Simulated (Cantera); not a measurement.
Thermodynamics of nitride etching, feed Si₃N₄ + H₂O

Input: 1 mol Si₃N₄, a varied amount of H₂O, at 1600 K and 0.0165 Torr.

Method: chemical equilibrium by Gibbs-energy minimisation in Cantera with the NASA 1993 tables (ideal gas, pure condensed phases). Candidate condensed phases: H₂O, Si, SiO₂, Si₂N₂O, Si₃N₄; 35 gas species. The tables' values for SiN are old estimates; treat these amounts as uncertain. The tables hold silica as quartz up to 1696 K and as liquid above; real silica turns to tridymite and cristobalite and melts near 1996 K. The numbers say what is thermodynamically allowed, not how fast it happens.

From 0.79 mol H₂O to 2.7 mol H₂O the condensed part is Si(s). From 3.3 mol H₂O to 6.6 mol H₂O the condensed part is SiO₂(β-quartz). The main Si-bearing gas is SiO throughout. The share of Si in condensed phases is highest at 6.6 mol H₂O (97.1 %) and lowest at 2.7 mol H₂O (8.9 %).

```tsv
n(H₂O) (mol)	x H₂	x N₂	x SiO	x H₂O	x H	x Si	x OH	x SiH	n Si(s)	n SiO₂(β-quartz)
0.79	0.216	0.555	0.219	3.30e-9	0.00539	0.00443	3.22e-12	2.11e-5	2.19	0
0.94	0.238	0.512	0.240	3.98e-9	0.00565	0.00443	3.71e-12	2.21e-5	2.04	0
1.1	0.257	0.473	0.260	4.66e-9	0.00588	0.00443	4.17e-12	2.30e-5	1.88	0
1.3	0.277	0.431	0.280	5.42e-9	0.00611	0.00443	4.67e-12	2.39e-5	1.68	0
1.6	0.302	0.382	0.305	6.43e-9	0.00637	0.00443	5.31e-12	2.49e-5	1.38	0
1.9	0.322	0.342	0.325	7.29e-9	0.00657	0.00443	5.83e-12	2.57e-5	1.07	0
2.3	0.342	0.301	0.346	8.25e-9	0.00678	0.00443	6.40e-12	2.65e-5	0.670	0
2.7	0.358	0.268	0.362	9.04e-9	0.00694	0.00443	6.86e-12	2.71e-5	0.266	0
3.3	0.405	0.249	0.337	0.00140	0.00738	3.01e-8	9.99e-7	1.96e-10	0	0.289
3.9	0.478	0.248	0.263	0.00212	0.00802	1.83e-8	1.39e-6	1.30e-10	0	0.883
4.7	0.574	0.248	0.165	0.00405	0.00878	7.23e-9	2.43e-6	5.60e-11	0	1.67
5.6	0.670	0.246	0.0618	0.0127	0.00949	1.01e-9	7.01e-6	8.46e-12	0	2.50
6.6	0.673	0.229	0.00997	0.0787	0.00951	2.63e-11	4.35e-5	<1e-12	0	2.91
```
x: gas mole fraction; n: condensed amount in mol.
